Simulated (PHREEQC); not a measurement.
Make-up at 39 °C: 0.0047 mol/kgw HNO3 and 0.00098 mol/kgw KOH. Closed to the air; pH follows from the charge balance.

Equilibrium calculation in PHREEQC: ion-association model, phreeqc.dat.

- pH = 2.46
- ionic strength = 0.00470 mol/kgw
- specific conductance = 2170 µS/cm
- total alkalinity = -3.72 meq/kg

```
species  molality  activity   log γ
-------  --------  --------  ------
NO3-      0.00470   0.00435  -0.034
H+        0.00372   0.00347  -0.030
K+       0.000980  0.000908  -0.033
```

This is a speciation only: nothing precipitates in the calculation. At this temperature some constants are extrapolated from 25 °C, and those without enthalpy data are left unchanged.
